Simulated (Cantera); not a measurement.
Input: 1 mol Si, a varied amount of HF, held at 948.15 K and 0.0173 Torr.

These are equilibrium values from Cantera (NASA tables, ideal gas, pure condensed phases), not measurements of a reactor. Candidate condensed phases: Si; 25 gas species. The numbers say what is thermodynamically allowed, not how fast it happens.

Q: Which condensed phases are stable at each of these points (n(HF) (mol)): 2.2, 3.8, 5.3, 6.9, 8.5, 10, 12, 13, 15, 16?

A: 
| n(HF) (mol) | condensed phases | Si condensed (%) |
|---|---|---|
| 2.2 | Si(s) | 44.8 |
| 3.8 | Si(s) | 4.7 |
| 5.3 | gas only | 0.0 |
| 6.9 | gas only | 0.0 |
| 8.5 | gas only | 0.0 |
| 10 | gas only | 0.0 |
| 12 | gas only | 0.0 |
| 13 | gas only | 0.0 |
| 15 | gas only | 0.0 |
| 16 | gas only | 0.0 |

From 2.2 mol HF to 3.8 mol HF the condensed part is Si(s). From 5.3 mol HF to 16 mol HF nothing is condensed.
